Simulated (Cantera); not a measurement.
Charge: 1 mol CH3F, 1.8 mol HCl, 18 mol H2, at 2548 K and 8.40 mbar.

Equilibrium computed with Cantera from the NASA thermochemical tables; the gas is ideal and each condensed phase is pure. Candidate condensed phases: C, C6H6, C7H8, C8H18; 118 gas species. The numbers say what is thermodynamically allowed, not how fast it happens.

Base state: H2 0.616, H 0.265, HCl 0.0544, HF 0.0394, Cl 0.0165, C2H2 (acetylene) 0.00813, C2H 0.000277, C3 0.000123 (mole fractions); condensed: C(graphite).

### Question
What changes in the equilibrium state with this change: temperature from 2548 K to 1648.15 K?

### Answer
```json
[
 {"species": "H2", "before": "0.616", "after": "0.871"},
 {"species": "HCl", "before": "0.0544", "after": "0.0825"},
 {"species": "HF", "before": "0.0394", "after": "0.0458"},
 {"species": "H", "before": "0.265", "after": "0.000908"},
 {"species": "Cl", "before": "0.0165", "after": "6.74e-5"},
 {"species": "C2H", "before": "0.000277", "after": "<1e-9"},
 {"species": "C3", "before": "0.000123", "after": "<1e-9"},
 {"species": "C4H2", "before": "4.44e-5", "after": "<1e-9"},
 {"species": "C", "before": "3.79e-5", "after": "<1e-9"},
 {"species": "C(graphite), mol", "before": "0.557", "after": "0.998"}
]
```

### Question
What changes in the equilibrium state with this change: temperature from 2548 K to 3348 K?

### Answer
| species | before | after |
|---|---|---|
| H | 0.265 | 0.877 |
| Cl | 0.0165 | 0.0404 |
| H2 | 0.616 | 0.0380 |
| HCl | 0.0544 | 0.00262 |
| C | 3.79e-5 | 0.0140 |
| HF | 0.0394 | 0.0190 |
| C4H2 | 4.44e-5 | 7.76e-8 |
| C2 | 1.14e-5 | 0.00159 |
| F | 4.00e-5 | 0.00477 |
| C2H2 (acetylene) | 0.00813 | 8.41e-5 |
| CF | 1.51e-6 | 0.000126 |
| C(graphite), mol | 0.557 | 0 |

### Question
What changes in the equilibrium state with this change: HCl from 1.8 to 0.062 mol?

### Answer
```
species             before     after
----------------  --------  --------
H2                   0.616     0.669
H                    0.265     0.276
HF                  0.0394    0.0429
HCl                 0.0544   0.00206
Cl                  0.0165  0.000599
C2H2 (acetylene)   0.00813   0.00883
C4H2               4.44e-5   4.82e-5
F                  4.00e-5   4.18e-5
C2H               0.000277  0.000289
C2                 1.14e-5   1.14e-5
C(graphite), mol     0.557     0.560
```
